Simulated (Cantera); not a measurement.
A perfectly stirred reactor is fed with H2 : O2 = 0.27 : 1 (molar parts), at 28.5 Torr; it is held at 1473 K, and followed from long to short residence time.

Detailed kinetics in Cantera: the H2/O2 subset of GRI-Mech 3.0, which has no nitrogen chemistry. Radical loss at walls, strong at low pressure, is not modelled. The temperature is held fixed by assumption; the heat of reaction is taken as removed at once.

One state of this run: x H2 = 0.000132; x O2 = 0.760; x H2O = 0.236; x H = 3.96e-5; x H2O2 = 7.74e-8; x O = 0.000732. x: mole fraction; the columns are a selection and need not sum to one.

### Question
Which value of τ (s) does it belong to?
A) 0.51
B) 0.00046
C) 0.015
D) 3.0

### Answer
D, 3.0
